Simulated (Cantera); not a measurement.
Input: 1 mol Ti(OiPr)4, 21 mol H2, 1 mol C3H8, at 340 Pa.

Method: chemical equilibrium by Gibbs-energy minimisation in Cantera with the NASA 1993 tables (ideal gas, pure condensed phases). Candidate condensed phases: C, C6H6, C7H8, C8H18, H2O, Ti, TiC, TiO, TiO2, Ti2O3, Ti3O5, Ti4O7; 113 gas species. The feed counts by its element totals alone. TiC: taken at fixed stoichiometry. The numbers say what is thermodynamically allowed, not how fast it happens.

Over these rows the condensed part is C(graphite) + TiC(s). Partial pressures as log10 of bar:

| T (K) | 1000/T (1/K) | log p C2H2 (acetylene) | log p H2 | log p CO |
|---|---|---|---|---|
| 1273 | 0.7855 | -8.94 | -2.51 | -3.50 |
| 1323 | 0.7559 | -8.59 | -2.51 | -3.50 |
| 1373 | 0.7283 | -8.27 | -2.51 | -3.50 |
| 1423 | 0.7027 | -7.98 | -2.51 | -3.50 |
| 1473 | 0.6789 | ? | -2.51 | -3.50 |
| 1523 | 0.6566 | -7.44 | -2.51 | -3.50 |

**Question.** Fit log p(C2H2 (acetylene)) = a + b·(1000/T) to the five rows, give the apparent enthalpy, and predict the row at 1473 K.

**Answer.** Means: 1000/T = 0.7258, log p = -8.244. Sxy = -0.113766, Sxx = 0.0097986, so b = -11.61 and a = -8.244 − (-11.61)×0.7258 = 0.18.
Apparent enthalpy: −19.145 × (-11.61) = 222 kJ/mol. With the condensed phases at unit activity, 2 C(graphite) + H2(g) = C2H2 (acetylene)(g) links this pressure to the main gases: over the six rows their terms move log p by +0.00 in all, so the slope is close to that reaction's ΔH°. The five rows lie within 0.01 of the line.
Prediction at 1473 K: 0.18 + (-11.61)×0.6789 = -7.70. The computed value is -7.70, 0.00 from the line.
